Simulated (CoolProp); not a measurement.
The fluid at 298.15 K and 2.75 MPa flows at 1.3 m/s in a round tube of 100 mm bore and 15 µm roughness, fully developed (64/Re and Nu = 3.66 if laminar; Colebrook and Gnielinski if turbulent). The same conditions are run with several fluids, on thermodynamics alone (safety and materials aside).

Model: reference Helmholtz-energy equation of state of each fluid (water: Wagner 2002; R134a: Tillner-Roth 1994; m-xylene: Zhou 2012; R125: Lemmon 2005; R245fa: Akasaka 2015), in CoolProp.

### Question
Rank water, R134a, m-xylene, R125, R245fa by Reynolds number, highest first.

### Answer
R125 (1060000), R134a (783000), R245fa (427000), m-xylene (188000), water (146000)

```csv
fluid,Darcy friction factor,pressure drop (Pa/m),heat-transfer coefficient (W/(m² K)),mass flow (kg/h)
water,0.0176,148,4940,36700
R134a,0.0144,148,2360,44800
m-xylene,0.0169,123,1490,31700
R125,0.0141,144,2270,44400
R245fa,0.0152,173,1950,49500
```

Transport values come from each fluid's own correlations; those of R134a, R245fa are estimates that may be off by 10 % or more.
